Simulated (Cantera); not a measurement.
Input: 1 mol Si, 0.91 mol Br2, 1.9 mol H2, held at 0.00133 bar.

Points: T (K) = 775, 825, 875, 925, 975, 1025, 1075, 1125, 1175, 1225.

Cantera's Mixture.equilibrate('TP', solver="vcs", rtol=1e-11, max_steps=5000) on the NASA tables stopped like this:

```
P = 133.322 Pa  gas = 2.532 mol
   x: H2 6.649e-01  HBr 1.676e-01  SiBr4 1.035e-01  SiBr2 5.453e-02  SiBr3 6.267e-03  SiHBr3 3.002e-03  Br 7.770e-05  SiH2Br2 4.124e-05
   condensed (mol): Si(cr) 0.5762
T = 1125 K  P = 133.322 Pa  gas = 2.613 mol
   x: H2 6.249e-01  HBr 2.020e-01  SiBr2 9.359e-02  SiBr4 6.917e-02  SiBr3 7.869e-03  SiHBr3 2.206e-03  Br 2.062e-04  SiH2Br2 3.340e-05
   condensed (mol): Si(cr) 0.5482
T = 1175 K  P = 133.322 Pa  gas = 2.695 mol
   x: H2 5.915e-01  HBr 2.256e-01  SiBr2 1.355e-01  SiBr4 3.747e-02  SiBr3 8.061e-03  SiHBr3 1.387e-03  Br 4.739e-04  SiH2Br2 2.442e-05
   condensed (mol): Si(cr) 0.5084
ERROR: FAILURE its = 5001!

*******************************************************************************
CanteraError thrown by MultiPhase::equilibrate:
VCS solver failed. Return code: -1
*******************************************************************************
```

Task: What got this run through?

Result: This is not unique; one that fits is The failure is numerical, not chemical. The same input converged with solver="gibbs", rtol=1e-10, max_steps=50000, and the result passed a check of the equilibrium conditions:
```
T = 775 K  P = 133.322 Pa  gas = 2.36 mol
   x: H2 7.964e-01  SiBr4 1.864e-01  HBr 1.292e-02  SiHBr3 4.053e-03  SiBr2 1.064e-04  SiBr3 9.276e-05  SiH2Br2 4.110e-05
   condensed (mol): Si(cr) 0.55
T = 825 K  P = 133.322 Pa  gas = 2.367 mol
   x: H2 7.887e-01  SiBr4 1.827e-01  HBr 2.359e-02  SiHBr3 4.187e-03  SiBr2 4.392e-04  SiBr3 2.523e-04  SiH2Br2 4.487e-05
   condensed (mol): Si(cr) 0.5558
T = 875 K  P = 133.322 Pa  gas = 2.378 mol
   x: H2 7.768e-01  SiBr4 1.769e-01  HBr 3.986e-02  SiHBr3 4.242e-03  SiBr2 1.525e-03  SiBr3 6.042e-04  SiH2Br2 4.772e-05
   condensed (mol): Si(cr) 0.5639
T = 925 K  P = 133.322 Pa  gas = 2.396 mol
   x: H2 7.593e-01  SiBr4 1.677e-01  HBr 6.287e-02  SiBr2 4.559e-03  SiHBr3 4.192e-03  SiBr3 1.290e-03  SiH2Br2 4.929e-05
   condensed (mol): Si(cr) 0.5739
T = 975 K  P = 133.322 Pa  gas = 2.425 mol
   x: H2 7.350e-01  SiBr4 1.536e-01  HBr 9.301e-02  SiBr2 1.190e-02  SiHBr3 3.998e-03  SiBr3 2.469e-03  SiH2Br2 4.908e-05
   condensed (mol): Si(cr) 0.583
T = 1025 K  P = 133.322 Pa  gas = 2.469 mol
   x: H2 7.032e-01  SiBr4 1.325e-01  HBr 1.291e-01  SiBr2 2.727e-02  SiBr3 4.210e-03  SiHBr3 3.611e-03  SiH2Br2 4.654e-05  Br 2.536e-05
   condensed (mol): Si(cr) 0.5862
T = 1075 K  P = 133.322 Pa  gas = 2.532 mol
   x: H2 6.649e-01  HBr 1.676e-01  SiBr4 1.035e-01  SiBr2 5.453e-02  SiBr3 6.267e-03  SiHBr3 3.002e-03  Br 7.770e-05  SiH2Br2 4.124e-05
   condensed (mol): Si(cr) 0.5762
T = 1125 K  P = 133.322 Pa  gas = 2.613 mol
   x: H2 6.249e-01  HBr 2.020e-01  SiBr2 9.359e-02  SiBr4 6.917e-02  SiBr3 7.869e-03  SiHBr3 2.206e-03  Br 2.062e-04  SiH2Br2 3.340e-05
   condensed (mol): Si(cr) 0.5482
T = 1175 K  P = 133.322 Pa  gas = 2.695 mol
   x: H2 5.915e-01  HBr 2.256e-01  SiBr2 1.355e-01  SiBr4 3.747e-02  SiBr3 8.061e-03  SiHBr3 1.387e-03  Br 4.739e-04  SiH2Br2 2.442e-05
   condensed (mol): Si(cr) 0.5084
T = 1225 K  P = 133.322 Pa  gas = 2.754 mol
   x: H2 5.714e-01  HBr 2.361e-01  SiBr2 1.674e-01  SiBr4 1.657e-02  SiBr3 6.810e-03  Br 9.557e-04  SiHBr3 7.552e-04  SiH2Br2 1.640e-05
   condensed (mol): Si(cr) 0.4725
```

The gas is ideal and each condensed phase is pure. The tables' values for SiBr3 are old estimates; treat these amounts as uncertain.
